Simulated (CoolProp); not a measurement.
Model: reference Helmholtz-energy equation of state, Zhou 2012, in CoolProp.

Problem. For o-xylene, give the phase and the cv (kJ/(kg K)), expansivity (1/kK), fugacity coefficient at 394.8 K and 21.8 bar.

Solution. 
- 394.8 K and 21.8 bar: liquid; cv 1.67, expansivity 1.15, fugacity coefficient 0.0259
